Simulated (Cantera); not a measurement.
Cantera run, input and output.

```python
import numpy as np
import cantera as ct

gas = ct.Solution("h2o2.yaml")
gas.TPX = 1225, 2666, {'H2': 0.0052, 'O2': 1}
inlet = ct.Reservoir(gas, clone=True)

reactor = ct.IdealGasConstPressureReactor(gas, energy="off", clone=False)
exhaust = ct.Reservoir(gas, clone=True)
tau = [2.4, 0.96, 0.38, 0.15, 0.062, 0.025, 0.01, 0.0041, 0.0016][0]
for a, b in ((inlet, reactor), (reactor, exhaust)):
    ct.MassFlowController(a, b, mdot=lambda t: reactor.mass / tau)
net = ct.ReactorNet([reactor])
show = ['H2', 'O2', 'H2O', 'H2O2', 'O']

rows = []
print(f"{'tau/s':>10s}{'T/K':>9s}" + "".join(f"{s:>11s}" for s in show))
for tau in [2.4, 0.96, 0.38, 0.15, 0.062, 0.025, 0.01, 0.0041, 0.0016]:
    net.initial_time = 0.0
    net.advance(30 * tau)
    before = gas.X
    net.advance(40 * tau)
    drift = np.max(np.abs(gas.X - before) / (gas.X + 1e-9))
    rows.append([gas.T, *gas[show].X, drift])
    print(f"{tau:10.3e}{gas.T:9.1f}" + "".join(f"{x:11.3e}" for x in gas[show].X))
```

Result:

```
     tau/s      T/K         H2         O2        H2O       H2O2          O
 2.400e+00   1225.0  1.331e-05  9.942e-01  5.093e-03  1.026e-08  4.874e-04
 9.600e-01   1225.0  2.218e-05  9.939e-01  5.054e-03  1.302e-08  8.360e-04
 3.800e-01   1225.0  3.765e-05  9.933e-01  4.999e-03  1.603e-08  1.370e-03
 1.500e-01   1225.0  6.619e-05  9.926e-01  4.918e-03  1.952e-08  2.073e-03
 6.200e-02   1225.0  1.192e-04  9.918e-01  4.802e-03  2.406e-08  2.768e-03
 2.500e-02   1225.0  2.319e-04  9.912e-01  4.611e-03  3.152e-08  3.298e-03
 1.000e-02   1225.0  4.754e-04  9.909e-01  4.272e-03  4.375e-08  3.471e-03
 4.100e-03   1225.0  9.713e-04  9.911e-01  3.686e-03  5.940e-08  3.200e-03
 1.600e-03   1225.0  2.042e-03  9.920e-01  2.600e-03  6.742e-08  2.341e-03
```

Model: the H2/O2 subset of GRI-Mech 3.0, which has no nitrogen chemistry, integrated in Cantera. Radical loss at walls, strong at low pressure, is not modelled.
